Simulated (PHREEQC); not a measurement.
## Hard or scaling water: speciation

Solution (25 °C and 50 atm): 0.079 mmol/kgw Ca(HCO3)2 and 0.11 mmol/kgw Na2HPO4. Closed to the air; pH follows from the charge balance.

The numbers come from PHREEQC with the ion-association model, phreeqc.dat.

Each row changes one thing in this solution. Precipitation was switched off in this run.

```csv
case,pH,ionic strength (mol/kgw)
as made,8.40,0.000542
1.5e-05 mol/kgw NH3 added,?,0.000550
Ca(HCO3)2 from 7.9e-05 to 7.9e-06 mol/kgw,8.54,0.000347
Na2HPO4 left out,8.11,0.000237
Ca(HCO3)2 left out,?,0.000326
```

Question: What belongs in the gaps?

Answer: 
- 1.5e-05 mol/kgw NH3 added, pH: 8.73
- Ca(HCO3)2 left out, pH: 8.57

Species that the database lacks are ignored. Some of these states are supersaturated (in Hydroxyapatite, for instance). Under pressure, the constants of complexes without a molar volume in the database are unreliable.
